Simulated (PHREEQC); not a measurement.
Consider water at 45 °C with 0.0019 mol NaF per kg of water. Closed to the air; pH follows from the charge balance.

The numbers come from PHREEQC with the ion-association model, phreeqc.dat.

No solid was allowed to form.

What pH does the model give?

pH 7.04.

Constants without temperature data keep their 25 °C values here.
